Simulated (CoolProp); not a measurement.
Hydrogen chloride along the isotherm 341.6 K: density (kg/m³) from the reference equation and from simpler models built on Tc = 324.7 K, pc = 8314 kPa, ω = 0.130; each cubic takes its own stable root.

Model: reference Helmholtz-energy equation of state, Thol 2018, in CoolProp.

| p (kPa) | phase | reference | ideal gas | Redlich-Kwong | Soave-Redlich-Kwong | Peng-Robinson |
|---|---|---|---|---|---|---|
| 131 | gas | 1.690 | 1.682 | 1.690 | 1.689 | 1.690 |
| 270 | gas | 3.503 | 3.466 | 3.500 | 3.499 | 3.503 |
| 554 | gas | 7.268 | 7.112 | 7.256 | 7.254 | 7.272 |
| 1140 | gas | 15.32 | 14.63 | 15.27 | 15.26 | 15.34 |
| 2340 | gas | 33.16 | 30.04 | 32.91 | 32.86 | 33.22 |
| 4800 | gas | 77.47 | 61.62 | 76.21 | 75.91 | 77.75 |
| 9860 | supercritical | 267.6 | 126.6 | 259.7 | 249.1 | 264.2 |
| 20200 | supercritical | 735.5 | 259.3 | 609.5 | 601.5 | 663.2 |
| 41600 | supercritical | 871.4 | 534.0 | 753.7 | 749.4 | 831.3 |
